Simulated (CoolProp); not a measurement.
Saturated liquid density (kg/m³) of CH3F (R41): the reference equation beside estimates from Tc = 44.1 °C, pc = 5.906 MPa, ω = 0.200. Rackett uses Z = 0.29056 − 0.08775 ω.

Values from CoolProp's reference Helmholtz-energy equation of state, Lemmon 2006. It is a short technical equation, of lower accuracy than the large ones.

| T (°C) | reference | Rackett | van der Waals | Redlich-Kwong | Soave-Redlich-Kwong |
|---|---|---|---|---|---|
| -108.95 | 942.1 | 801.1 | 494.6 | 733.5 | 744.5 |
| -94.45 | 913.9 | 777.8 | 481.1 | 711.0 | 724.3 |
| -79.95 | 884.5 | 753.4 | 466.8 | 686.4 | 701.9 |
| -65.35 | 853.4 | 727.5 | 451.3 | 659.4 | 676.9 |
| -50.85 | 820.5 | 700.3 | 434.7 | 630.1 | 649.2 |
| -36.35 | 785.1 | 671.2 | 416.5 | 597.7 | 618.0 |
| -21.75 | 746.2 | 639.2 | 396.3 | 561.4 | 582.3 |
| -7.25 | 702.8 | 603.9 | 373.6 | 520.6 | 541.3 |
| 7.35 | 652.2 | 562.9 | 347.1 | 472.9 | 492.3 |
| 21.85 | 590.1 | 512.6 | 314.7 | 415.3 | 431.5 |

Absolute difference from the reference over all 10 rows, mean and median: Rackett 14.4 and 14.6 %, van der Waals 47.0 and 47.0 %, Redlich-Kwong 24.4 and 23.5 %, Soave-Redlich-Kwong 22.2 and 21.1 %.
